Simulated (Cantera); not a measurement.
## Thermodynamics of chemical vapour transport, feed MgO + Cl2 + N2

A closed system holds: 1 mol MgO, 0.8 mol Cl2, 0.07 mol N2, at 11.0 mbar.

Method: chemical equilibrium by Gibbs-energy minimisation in Cantera with the NASA 1993 tables (ideal gas, pure condensed phases). Candidate condensed phases: Mg, MgCl2, MgO; 18 gas species. Rates play no part.

```json
[
 {"T (K)": "1148", "x Cl2": "0.812", "x MgCl2": "0.0584", "x O2": "0.0292", "x Cl": "0.0230", "x N2": "0.0772", "n MgO(s)": "0.947"},
 {"T (K)": "1198", "x Cl2": "0.739", "x MgCl2": "0.0990", "x O2": "0.0495", "x Cl": "0.0379", "x N2": "0.0749", "n MgO(s)": "0.908"},
 {"T (K)": "1248", "x Cl2": "0.638", "x MgCl2": "0.154", "x O2": "0.0771", "x Cl": "0.0583", "x N2": "0.0719", "n MgO(s)": "0.850"},
 {"T (K)": "1298", "x Cl2": "0.517", "x MgCl2": "0.221", "x O2": "0.110", "x Cl": "0.0835", "x N2": "0.0682", "n MgO(s)": "0.774"},
 {"T (K)": "1348", "x Cl2": "0.390", "x MgCl2": "0.290", "x O2": "0.145", "x Cl": "0.112", "x N2": "0.0643", "n MgO(s)": "0.685"},
 {"T (K)": "1398", "x Cl2": "0.274", "x MgCl2": "0.350", "x O2": "0.175", "x Cl": "0.140", "x N2": "0.0607", "n MgO(s)": "0.596"},
 {"T (K)": "1448", "x Cl2": "0.182", "x MgCl2": "0.396", "x O2": "0.198", "x Cl": "0.165", "x N2": "0.0577", "n MgO(s)": "0.520"},
 {"T (K)": "1498", "x Cl2": "0.117", "x MgCl2": "0.426", "x O2": "0.213", "x Cl": "0.188", "x N2": "0.0556", "n MgO(s)": "0.465"},
 {"T (K)": "1548", "x Cl2": "0.0739", "x MgCl2": "0.443", "x O2": "0.221", "x Cl": "0.207", "x N2": "0.0541", "n MgO(s)": "0.429"},
 {"T (K)": "1598", "x Cl2": "0.0468", "x MgCl2": "0.451", "x O2": "0.225", "x Cl": "0.224", "x N2": "0.0531", "n MgO(s)": "0.409"}
]
```
x: gas mole fraction; n: condensed amount in mol.

From 1148 K to 1598 K the condensed part is MgO(s). The main Mg-bearing gas is MgCl2 throughout. The share of Mg in condensed phases is highest at 1148 K (94.7 %) and lowest at 1598 K (40.9 %).
